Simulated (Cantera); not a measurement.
An isothermal, constant-pressure homogeneous reactor starts with CH₄ : H₂ : N₂ = 0.11 : 1 : 0.013 (molar parts), at 2175 K and 1330 Pa.

Model: GRI-Mech 3.0 (53 species, 325 reactions), integrated in Cantera. GRI-Mech 3.0 stops at C3 and has no aromatics, soot or wall deposition, so with more carbon than oxygen in the feed, carbon stays in small species such as C2H2 where larger ones or solid carbon would form. Radical loss at walls, strong at low pressure, is not modelled.

x: mole fraction; the columns are a selection and need not sum to one.

| t (s) | x CH₄ | x H₂ | x H | x C₂H₄ | x C₂H₆ | x CH₂ | x C₂H |
|---|---|---|---|---|---|---|---|
| 5.00e-6 | 0.0979 | 0.890 | 2.89e-5 | 2.80e-11 | 7.41e-12 | 2.68e-10 | <1e-12 |
| 2.28e-5 | 0.0978 | 0.890 | 0.000110 | 7.03e-9 | 1.81e-9 | 1.11e-8 | <1e-12 |
| 0.000104 | 0.0970 | 0.890 | 0.000448 | 1.45e-6 | 1.84e-7 | 4.24e-7 | <1e-12 |
| 0.000476 | 0.0933 | 0.889 | 0.00201 | 0.000128 | 4.57e-6 | 8.95e-6 | 2.73e-9 |
| 0.00217 | [?] | 0.894 | [?] | [?] | [?] | [?] | [?] |
| 0.00993 | 0.0161 | 0.922 | 0.0119 | 0.000137 | 1.83e-6 | 4.95e-5 | 1.45e-5 |
| 0.0453 | 0.00126 | 0.926 | 0.0188 | 4.99e-6 | 1.76e-8 | 1.34e-5 | 2.84e-5 |
| 0.207 | 7.23e-5 | 0.916 | 0.0299 | 1.95e-6 | 8.54e-11 | 2.09e-6 | 4.61e-5 |
| 0.945 | 1.43e-5 | 0.906 | 0.0399 | 1.46e-6 | 4.59e-12 | 7.56e-7 | 6.19e-5 |
| 4.32 | 1.37e-5 | 0.905 | 0.0405 | 1.44e-6 | 4.25e-12 | 7.46e-7 | 6.29e-5 |
| 19.7 | 1.37e-5 | 0.905 | 0.0405 | 1.44e-6 | 4.25e-12 | 7.47e-7 | 6.28e-5 |
| 90.0 | 1.37e-5 | 0.905 | 0.0405 | 1.43e-6 | 4.25e-12 | 7.47e-7 | 6.26e-5 |

Problem. Fill in the missing entries.

Solution. 
- 0.00217, x CH₄: 0.0672
- 0.00217, x H: 0.00776
- 0.00217, x C₂H₄: 0.00115
- 0.00217, x C₂H₆: 1.96e-5
- 0.00217, x CH₂: 6.51e-5
- 0.00217, x C₂H: 2.05e-6
